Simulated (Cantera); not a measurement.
An adiabatic, constant-pressure homogeneous reactor starts with 36.4 % H2, 9.09 % O2, 34.2 % N2, 20.4 % H2O, equivalence ratio 2.0, at 1500 K and 9.87 atm.

Detailed kinetics in Cantera: the H2/O2 subset of GRI-Mech 3.0, which has no nitrogen chemistry. The hydrogen kinetics of GRI-Mech 3.0 are dated; newer H2 mechanisms differ, most at raised pressure.

**Question.** Predict: time of steepest temperature rise; temperature at 8.00 s; equilibrium temperature; x(H2) at 8.00 s; x(O2) at 8.00 s; x(H2O) at 8.00 s; x(H) at 8.00 s; x(H2O2) at 8.00 s; x(OH) at 8.00 s; x(O) at 8.00 s.

**Answer.** 
```json
{
  "time_of_steepest_temperature_rise": "3.22 µs",
  "temperature at 8.00 s": "2625 K",
  "equilibrium_temperature": "2625 K",
  "x(H2) at 8.00 s": "0.198 (gas-phase equilibrium 0.198)",
  "x(O2) at 8.00 s": "5.10e-5 (gas-phase equilibrium 5.10e-5)",
  "x(H2O) at 8.00 s": "0.419 (gas-phase equilibrium 0.419)",
  "x(H) at 8.00 s": "0.00602 (gas-phase equilibrium 0.00602)",
  "x(H2O2) at 8.00 s": "8.61e-8 (gas-phase equilibrium 8.61e-8)",
  "x(OH) at 8.00 s": "0.00302 (gas-phase equilibrium 0.00302)",
  "x(O) at 8.00 s": "5.92e-5 (gas-phase equilibrium 5.92e-5)"
}
```
